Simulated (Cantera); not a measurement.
Input: 1 mol SiC, 0.023 mol H₂O, 640 mol H₂, a varied amount of CO₂, at 900 K and 2400 Torr.

Method: chemical equilibrium by Gibbs-energy minimisation in Cantera with the NASA 1993 tables (ideal gas, pure condensed phases). Candidate condensed phases: C, C₆H₆, C₇H₈, C₈H₁₈, H₂O, Si, SiC, SiO₂; 123 gas species. Equilibrium is a limit: real reactors are often held back by kinetics, nucleation or transport.

Question: Which condensed phases are stable at each of these points (n(CO₂) (mol)): 0.46, 0.78, 1.1, 1.4, 1.7, 2.1, 2.4, 2.7, 3, 3.3, 3.7, 4, 4.3?

Answer: 
```csv
n(CO₂) (mol),condensed phases,Si condensed (%)
0.46,SiC(s) + SiO₂(β-quartz),100.0
0.78,SiC(s) + SiO₂(β-quartz),100.0
1.1,SiO₂(β-quartz),100.0
1.4,SiO₂(β-quartz),100.0
1.7,SiO₂(β-quartz),100.0
2.1,SiO₂(β-quartz),100.0
2.4,SiO₂(β-quartz),100.0
2.7,SiO₂(β-quartz),100.0
3,SiO₂(β-quartz),100.0
3.3,SiO₂(β-quartz),100.0
3.7,SiO₂(β-quartz),100.0
4,SiO₂(β-quartz),100.0
4.3,SiO₂(β-quartz),100.0
```

From 0.46 mol CO₂ to 0.78 mol CO₂ the condensed part is SiC(s) + SiO₂(β-quartz). From 1.1 mol CO₂ to 4.3 mol CO₂ the condensed part is SiO₂(β-quartz).
